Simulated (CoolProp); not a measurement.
Vapour-liquid equilibrium of R143a (1) + isobutane (2) at 204.6 K; x and y are mole fractions of (1).

Computed with CoolProp (multi-fluid Helmholtz-energy mixture model, Lemmon and Jacobsen 2000 and Bücker 2006; pair parameters Bell 2016).

Question: Give the bubble pressure and the first vapour's composition at x = 0.125, 0.5, 0.65. Is there an azeotrope?

Answer: x = 0.125: 0.2262 bar, y = 0.786; x = 0.5: 0.3059 bar, y = 0.857; x = 0.65: 0.3101 bar, y = 0.863. No azeotrope shows between x = 0.05 and 0.95.

The pair parameters rest on a limited set of measurements; away from them the model extrapolates. With so large a gap from Raoult's law the liquid may split in two, which this calculation doesn't test in full.
